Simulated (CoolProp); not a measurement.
n-butane along the isobar 1650 kPa: density (kg/m³) from the reference equation and from simpler models built on Tc = 152.0 °C, pc = 3796 kPa, ω = 0.201; each cubic takes its own stable root.

Model: reference Helmholtz-energy equation of state, Bücker 2006, in CoolProp.

| T (°C) | phase | reference | van der Waals | Redlich-Kwong | Soave-Redlich-Kwong | Peng-Robinson |
|---|---|---|---|---|---|---|
| -25.35 | liquid | 628.8 | 392.4 | 576.6 | 587.9 | 662.9 |
| 3.65 | liquid | 598.8 | 374.5 | (withheld) | 559.4 | 632.0 |
| 32.75 | liquid | 566.2 | (withheld) | (withheld) | 525.6 | 595.0 |
| 61.75 | liquid | 529.6 | 328.6 | 467.8 | 484.8 | 549.5 |
| 90.75 | liquid | 485.1 | 41.56 | 413.8 | 431.8 | 489.7 |
| 119.75 | gas | 38.45 | 36.06 | 37.68 | (withheld) | 38.92 |
| 148.75 | gas | 33.05 | 32.17 | (withheld) | 32.98 | 33.62 |
| 177.75 | gas | 29.46 | (withheld) | (withheld) | 29.46 | (withheld) |

### Question
What belongs in the gaps?

### Answer

- 3.65, Redlich-Kwong: 545.8
- 32.75, van der Waals: 353.7
- 32.75, Redlich-Kwong: 510.1
- 119.75, Soave-Redlich-Kwong: 38.06
- 148.75, Redlich-Kwong: 32.95
- 177.75, van der Waals: 29.20
- 177.75, Redlich-Kwong: 29.59
- 177.75, Peng-Robinson: 29.97

At some of these states van der Waals gives the other phase, because its saturation line lies elsewhere.
